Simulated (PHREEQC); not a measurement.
Make-up at 60 °C: 10.5 mmol/kgw KOH, 1.75 mmol/kgw NaAlO2 and 4.55 mmol/kgw Na2CO3. Closed to the air; pH follows from the charge balance.

Equilibrium calculation in PHREEQC: ion-association model, wateq4f.dat.

Precipitation was switched off in this run.

Problem. Estimate the pH.

Solution. pH 10.99.

Problem. In which forms is C present?

Solution. CO3-2 64 %, NaCO3- 30 %, HCO3- 5.8 % of the C.

Species that the database lacks are ignored. At this temperature some constants are extrapolated from 25 °C, and those without enthalpy data are left unchanged.
